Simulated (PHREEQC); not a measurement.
A solution holds 0.0049 mol HCl, 0.13 mol ZnSO4 and 0.001 mol Na2SO4 per kg of water, at 50 °C. Closed to the air; pH follows from the charge balance.

Equilibrium calculation in PHREEQC: ion-association model, phreeqc.dat.

Problem. The ionic strength comes out as 0.256 mol/kgw. What activity coefficients do HSO4-, Na+, Cl-, ZnCl+, SO4-2 get?

Solution. HSO4- 0.73, Na+ 0.73, Cl- 0.69, ZnCl+ 0.69, SO4-2 0.25.

Precipitation was switched off in this run. Complexes and solids missing from the database can't appear. Constants without temperature data keep their 25 °C values here.
